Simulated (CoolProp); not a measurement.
Vapour pressure (MPa) of nitrous oxide: the reference equation beside estimates from Tc = 309.5 K, pc = 7.245 MPa, ω = 0.161. Clausius-Clapeyron is anchored at 230.8 K with a constant enthalpy of vaporisation of 13.85 kJ/mol.

Model: reference Helmholtz-energy equation of state, Lemmon 2006, in CoolProp. It is a short technical equation, of lower accuracy than the large ones.

```
T (K)  reference  Clausius-Clapeyron  van der Waals  Redlich-Kwong  Soave-Redlich-Kwong  Peng-Robinson
-----  ---------  ------------------  -------------  -------------  -------------------  -------------
220.9     0.5926              0.6245          1.602         0.7444               0.5939         0.5915
224.2     0.6744              0.6978          1.725         0.8399               0.6763         0.6727
227.5     0.7644              0.7772          1.854         0.9438               0.7670         0.7620
230.8     0.8630              0.8630          1.990          1.057               0.8666         0.8600
234.1     0.9708              0.9554          2.131          1.179               0.9754         0.9671
237.4      1.088               1.055          2.279          1.310                1.094          1.084
240.7      1.216               1.161          2.433          1.452                1.223          1.211
244        1.354               1.275          2.594          1.603                1.363          1.349
247.3      1.503               1.397          2.761          1.766                1.515          1.498
```

Absolute difference from the reference over all 9 rows, mean and median: Clausius-Clapeyron 3.6 and 3.5 %, van der Waals 122.6 and 119.5 %, Redlich-Kwong 21.5 and 21.4 %, Soave-Redlich-Kwong 0.5 and 0.5 %, Peng-Robinson 0.3 and 0.3 %.
